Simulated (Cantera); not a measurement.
Charge: 1 mol Pb, 0.56 mol CO, 75 mol N₂, equilibrated at 723.15 K and 0.170 bar.

Cantera equilibrium calculation (NASA polynomials, part measured and part estimated; ideal gas, pure solids and liquids). Candidate condensed phases: C, Pb, PbO, PbO₂, Pb₃O₄; 27 gas species. The numbers say what is thermodynamically allowed, not how fast it happens.

Base state: N₂ 0.995, CO 0.00292, CO₂ 0.00225 (mole fractions); condensed: C(graphite) + Pb(l).

**Question.** What changes in the equilibrium state with this change: N₂ from 75 to 20 mol?

**Answer.** 
```tsv
species	before	after
N₂	0.995	0.983
CO₂	0.00225	0.0106
CO	0.00292	0.00633
C(graphite), mol	0.170	0.216
Pb(l), mol	1.000	1.00
```

**Question.** What changes in the equilibrium state with this change: temperature from 723.15 K to 1248.15 K?

**Answer.** 
```json
[
 {"species": "N₂", "before": "0.995", "after": "0.985"},
 {"species": "Pb", "before": "1.83e-8", "after": "0.00766"},
 {"species": "CO", "before": "0.00292", "after": "0.00735"},
 {"species": "CO₂", "before": "0.00225", "after": "9.06e-8"},
 {"species": "C(graphite), mol", "before": "0.170", "after": "0"},
 {"species": "Pb(l), mol", "before": "1.000", "after": "0.416"}
]
```
